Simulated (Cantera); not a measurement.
A closed system holds: 1 mol Al, 5.9 mol NH3, 370 mol N2, at 825 K and 32.0 Pa.

Equilibrium computed with Cantera from the NASA thermochemical tables; the gas is ideal and each condensed phase is pure. Candidate condensed phases: Al, AlN; 13 gas species. Rates play no part.

Task: What is the equilibrium state?

Result: 
```
Item                                 Result
--------------------------------  ---------
x(N2)                                 0.977
x(H2)                                0.0232
n(AlN(s))                          1.00 mol
gas amount                        381.3 mol
log10 activity of Al(s) (absent)     -12.88
```
